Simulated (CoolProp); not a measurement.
Vapour pressure (kPa) of normal hydrogen: the reference equation beside estimates from Tc = 33.1 K, pc = 1296 kPa, ω = -0.219. Clausius-Clapeyron is anchored at 25.9 K with a constant enthalpy of vaporisation of 0.7989 kJ/mol.

The numbers come from the reference Helmholtz-energy equation of state, Leachman 2009 in CoolProp.

```csv
T (K),reference,Lee-Kesler,Clausius-Clapeyron,van der Waals,Redlich-Kwong,Soave-Redlich-Kwong
23.3,219.6,219.7,255.3,265.6,117.5,219.5
24.6,294.7,294.7,317.5,348.0,182.3,297.9
25.9,386.2,386.1,386.2,445.4,269.1,393.3
27.2,496.1,495.7,461.1,558.6,381.1,507.0
28.6,637.1,636.5,548.2,698.9,533.5,651.6
29.9,791.4,791.0,634.4,847.2,707.5,807.6
31.2,971.1,971.2,725.3,1013,915.7,985.9
32.6,1197,1198,827.9,1213,1181,1204
```

Absolute difference from the reference over all 8 rows, mean and median: Lee-Kesler 0.0 and 0.0 %, Clausius-Clapeyron 15.1 and 15.1 %, van der Waals 11.2 and 11.1 %, Redlich-Kwong 21.5 and 19.7 %, Soave-Redlich-Kwong 1.4 and 1.7 %.
